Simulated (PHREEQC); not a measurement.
A solution holds 0.41 mol CuSO4 and 0.00047 mol Na2B4O7 per kg of water, at 46 °C. Closed to the air; pH follows from the charge balance.

The numbers come from PHREEQC with the ion-association model, wateq4f.dat.

No solid was allowed to form.

Estimate the pH, ionic strength.

pH 4.33; ionic strength 0.721 mol/kgw.

In which forms is Na present?

Na+ 85 %, NaSO4- 15 % of the Na.

Examples of supersaturated solids here: Tenorite (slow to form). Others may be too. The ionic strength is past about 0.7 mol/kgw, beyond the range of this activity model, so the values are rough. Away from 25 °C the constants follow the database's enthalpies or fits; those with neither stay at their 25 °C values.
